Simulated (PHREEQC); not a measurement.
1 kg of water holding 0.31 mol NaCl and 0.0097 mol MgCl2 is evaporated at 50 °C; the solids stay in contact with the brine. The system is closed to CO2. The run lets Bischofite, Brucite, Halite, MgCl2_4H2O precipitate or redissolve, and no other solid.

The series has 28 steps of water left (kg), from 1 to 0.005012.

Model: Pitzer model, pitzer.dat, run in PHREEQC.

### Question
Which solids form, in which order, and at which step of the series does each first stand?

### Answer
Halite from water left = 0.04335 kg.

Constants without temperature data keep their 25 °C values here.
